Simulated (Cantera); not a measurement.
Hydrocarbon pyrolysis for carbon deposition

An isothermal, constant-pressure homogeneous reactor starts with 20.3 % C3H8, 79.3 % H2, 0.366 % N2, at 1675 K and 7600 Pa.

Detailed kinetics in Cantera: GRI-Mech 3.0 (53 species, 325 reactions). GRI-Mech 3.0 was tuned for natural gas; its chemistry of propane as a main component is partial and can be far from experiment. GRI-Mech 3.0 stops at C3 and has no aromatics, soot or wall deposition, so with more carbon than oxygen in the feed, carbon stays in small species such as C2H2 where larger ones or solid carbon would form.

```json
[
 {"t (s)": "0.000200", "x C3H8": "0.000116", "x H2": "0.676", "x CH3": "0.00707", "x H": "0.00146", "x C2H2": "0.0562"},
 {"t (s)": "0.000485", "x C3H8": "1.33e-6", "x H2": "0.686", "x CH3": "0.00283", "x H": "0.000628", "x C2H2": "0.0808"},
 {"t (s)": "0.00118", "x C3H8": "1.06e-7", "x H2": "0.694", "x CH3": "0.00139", "x H": "0.000322", "x C2H2": "0.101"},
 {"t (s)": "0.00285", "x C3H8": "2.84e-8", "x H2": "0.701", "x CH3": "0.000895", "x H": "0.000214", "x C2H2": "0.119"},
 {"t (s)": "0.00691", "x C3H8": "1.96e-8", "x H2": "0.708", "x CH3": "0.000857", "x H": "0.000214", "x C2H2": "0.137"},
 {"t (s)": "0.0168", "x C3H8": "2.17e-8", "x H2": "0.715", "x CH3": "0.000936", "x H": "0.000250", "x C2H2": "0.146"},
 {"t (s)": "0.0406", "x C3H8": "1.64e-8", "x H2": "0.726", "x CH3": "0.000858", "x H": "0.000262", "x C2H2": "0.151"},
 {"t (s)": "0.0985", "x C3H8": "8.54e-9", "x H2": "0.744", "x CH3": "0.000695", "x H": "0.000280", "x C2H2": "0.160"},
 {"t (s)": "0.239", "x C3H8": "2.57e-9", "x H2": "0.768", "x CH3": "0.000469", "x H": "0.000309", "x C2H2": "0.171"},
 {"t (s)": "0.579", "x C3H8": "4.18e-10", "x H2": "0.788", "x CH3": "0.000253", "x H": "0.000344", "x C2H2": "0.180"},
 {"t (s)": "1.40", "x C3H8": "5.59e-11", "x H2": "0.799", "x CH3": "0.000115", "x H": "0.000368", "x C2H2": "0.185"},
 {"t (s)": "3.40", "x C3H8": "1.40e-11", "x H2": "0.804", "x CH3": "5.46e-5", "x H": "0.000378", "x C2H2": "0.187"},
 {"t (s)": "8.25", "x C3H8": "8.30e-12", "x H2": "0.805", "x CH3": "3.73e-5", "x H": "0.000380", "x C2H2": "0.188"},
 {"t (s)": "20.0", "x C3H8": "7.88e-12", "x H2": "0.805", "x CH3": "3.58e-5", "x H": "0.000381", "x C2H2": "0.188"}
]
```
x: mole fraction; the columns are a selection and need not sum to one.

Equilibrium at this temperature and pressure: C3H8 7.75e-12, H2 0.805, CH3 3.56e-5, H 0.000381, C2H2 0.186 (gas phase only).
